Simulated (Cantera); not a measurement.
A freely propagating, adiabatic, planar premixed flame of CH₄ : H₂ : O₂ : N₂ = 1 : 1.1 : 1.82 : 6.85 (molar parts), equivalence ratio 1.4, unburnt at 475 K and 2.50 bar; mixture-averaged transport, grid criteria slope 0.08 and curve 0.16, no radiation.

Model: GRI-Mech 3.0 (53 species, 325 reactions), integrated in Cantera. Burning velocities carry a grid error of a few per cent, more on coarse grids.

Question: How do the results move with these cheaper or finer settings: unity-Lewis-number transport; multicomponent transport; multicomponent+Soret transport; grid criteria slope 0.5, curve 1; grid criteria slope 0.25, curve 0.5; grid criteria slope 0.03, curve 0.06?

Answer: 
```tsv
setting	laminar burning velocity	thermal thickness	peak x(CH₂CO)	peak x(CH₂O)	grid points
as above	58.9 cm/s	0.211 mm	0.000224	0.00105	143
unity-Lewis-number transport	41.3 cm/s	0.276 mm	0.000161	0.000722	144
multicomponent transport	58.6 cm/s	0.214 mm	0.000227	0.00105	143
multicomponent+Soret transport	59.2 cm/s	0.207 mm	0.000221	0.00107	150
grid criteria slope 0.5, curve 1	67.6 cm/s	0.222 mm	0.000219	0.00106	37
grid criteria slope 0.25, curve 0.5	60.6 cm/s	0.218 mm	0.000223	0.00104	61
grid criteria slope 0.03, curve 0.06	57.7 cm/s	0.211 mm	0.000226	0.00105	361
```
The base run took around 7 core-seconds (rough).
Unity Lewis numbers drop preferential diffusion, which matters most where H2 and H carry the flame; Soret adds thermal diffusion.
